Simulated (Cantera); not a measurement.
Gas-phase reforming

An isothermal, constant-pressure homogeneous reactor starts with CH₄ : CO₂ = 1 : 1.9 (molar parts), at 1823 K and 4.93 atm.

Model: GRI-Mech 3.0 (53 species, 325 reactions), integrated in Cantera.

```tsv
t (s)	x CH₄	x CO₂	x CH₂	x CH₃	x O	x H	x CH₂CO
0.000300	0.211	0.572	5.20e-7	0.00156	3.01e-10	4.62e-5	1.32e-5
0.000615	0.153	0.504	4.40e-7	0.00112	3.48e-10	5.72e-5	3.39e-5
0.00126	0.0950	0.405	4.39e-7	0.000765	4.49e-10	6.30e-5	7.03e-5
0.00259	0.0478	0.288	5.09e-7	0.000470	6.16e-10	6.42e-5	0.000125
0.00531	0.0232	0.203	5.06e-7	0.000270	7.93e-10	7.04e-5	0.000149
0.0109	0.0171	0.160	3.41e-7	0.000187	8.12e-10	7.89e-5	0.000104
0.0223	0.0146	0.126	1.92e-7	0.000140	7.94e-10	8.58e-5	5.69e-5
0.0458	0.0114	0.0975	9.71e-8	9.76e-5	8.12e-10	9.25e-5	2.65e-5
0.0940	0.00753	0.0768	4.30e-8	5.95e-5	8.57e-10	9.81e-5	1.00e-5
0.193	0.00369	0.0649	1.50e-8	2.77e-5	8.91e-10	0.000102	2.69e-6
0.395	0.000882	0.0603	2.82e-9	6.48e-6	8.86e-10	0.000103	3.48e-7
0.811	3.11e-5	0.0596	9.22e-11	2.29e-7	8.87e-10	0.000104	9.09e-9
1.66	4.22e-7	0.0595	1.30e-12	3.11e-9	8.89e-10	0.000104	1.25e-10
3.41	4.03e-7	0.0595	1.25e-12	2.96e-9	8.89e-10	0.000104	1.19e-10
7.00	4.03e-7	0.0595	1.25e-12	2.96e-9	8.89e-10	0.000104	1.19e-10
```
x: mole fraction; the columns are a selection and need not sum to one.

Equilibrium at this temperature and pressure: CH₄ 4.38e-7, CO₂ 0.0595, CH₂ 1.35e-12, CH₃ 3.22e-9, O 8.89e-10, H 0.000104, CH₂CO 1.30e-10 (gas phase only).
